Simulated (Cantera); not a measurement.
Feed: 1 mol Fe, 0.0046 mol H2S, 68 mol H2, equilibrated at 1498 K.

Cantera equilibrium calculation (NASA polynomials, part measured and part estimated; ideal gas, pure solids and liquids). Candidate condensed phases: Fe, FeS, FeS2, S; 8 gas species. Equilibrium is a limit: real reactors are often held back by kinetics, nucleation or transport.

**Question.** At 1.60 mbar, list the 4 most abundant gas species with their mole fractions, and the condensed phases.

**Answer.** H2 0.999, H 0.000429, Fe 8.98e-5, H2S 6.03e-5. Condensed: Fe(γ).
